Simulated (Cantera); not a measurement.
A Cantera script and its output.

```python
import numpy as np
import cantera as ct

gas = ct.Solution("h2o2.yaml")
gas.TPX = 423, 13332, {'H2': 1, 'O2': 0.962, 'N2': 3.62, 'H2O': 0.89}
flame = ct.FreeFlame(gas, width=0.16)
flame.set_refine_criteria(ratio=3, slope=0.08, curve=0.16)
flame.transport_model = "unity-Lewis-number"
flame.solve(loglevel=0, auto=True)
z, T = flame.grid, flame.T
thick = (T[-1] - T[0]) / np.gradient(T, z).max()
show = ['H2', 'O2', 'H2O', 'H2O2', 'O', 'HO2']
print(f"laminar burning velocity  {flame.velocity[0] * 100:.3f} cm/s")
print(f"burnt temperature         {T[-1]:.1f} K")
print(f"thermal thickness         {thick * 1e3:.4f} mm")
print(f"grid points               {len(z)}")
z0 = z[flame.heat_release_rate.argmax()]
print(f"{'z/mm':>9s}{'T/K':>9s}{'u/(m/s)':>9s}" + "".join(f"{s:>11s}" for s in show))
rows = []
for k in (-3, -2, -1.5, -1, -0.5, -0.25, 0, 0.25, 0.5, 1, 2, 4, 8):
    zz = z0 + k * thick
    rows.append([k * thick, np.interp(zz, z, T), np.interp(zz, z, flame.velocity),
                 *(np.interp(zz, z, flame.X[gas.species_index(s)]) for s in show)])
    print(f"{rows[-1][0] * 1e3:9.3f}{rows[-1][1]:9.1f}{rows[-1][2]:9.3f}" + "".join(f"{x:11.3e}" for x in rows[-1][3:]))
```

It prints:

```
laminar burning velocity  95.303 cm/s
burnt temperature         1568.6 K
thermal thickness         3.2592 mm
grid points               110
     z/mm      T/K  u/(m/s)         H2         O2        H2O       H2O2          O        HO2
   -9.777    423.0    0.953  1.545e-01  1.486e-01  1.375e-01  2.399e-09  7.828e-11  1.385e-08
   -6.518    423.2    0.953  1.545e-01  1.486e-01  1.375e-01  3.098e-08  1.649e-09  1.782e-07
   -4.889    423.9    0.955  1.544e-01  1.486e-01  1.376e-01  1.542e-07  1.119e-08  8.914e-07
   -3.259    431.2    0.971  1.536e-01  1.482e-01  1.386e-01  1.261e-06  1.641e-07  7.856e-06
   -1.630    544.0    1.216  1.403e-01  1.420e-01  1.539e-01  8.060e-06  1.767e-05  9.344e-05
   -0.815    772.8    1.703  1.087e-01  1.277e-01  1.886e-01  4.273e-06  3.312e-04  5.965e-05
    0.000   1043.3    2.257  5.490e-02  1.033e-01  2.418e-01  1.586e-06  2.797e-03  2.836e-05
    0.815   1217.1    2.601  2.077e-02  8.613e-02  2.766e-01  2.072e-06  5.663e-03  1.792e-05
    1.630   1310.4    2.780  1.214e-02  8.099e-02  2.889e-01  1.828e-06  5.805e-03  1.419e-05
    3.259   1404.5    2.958  8.114e-03  7.865e-02  2.982e-01  1.132e-06  4.321e-03  1.099e-05
    6.518   1479.2    3.097  4.794e-03  7.744e-02  3.057e-01  6.023e-07  2.524e-03  7.950e-06
   13.037   1527.9    3.187  2.229e-03  7.694e-02  3.110e-01  3.120e-07  1.160e-03  4.860e-06
   26.073   1552.4    3.232  8.488e-04  7.692e-02  3.139e-01  1.594e-07  4.402e-04  2.351e-06
```

Computed with Cantera and the H2/O2 subset of GRI-Mech 3.0, which has no nitrogen chemistry. Unity Lewis numbers drop preferential diffusion, which matters most where H2 and H carry the flame. Burning velocities carry a grid error of a few per cent, more on coarse grids. Lean hydrogen flames are cellular in practice and burn faster than this planar one.
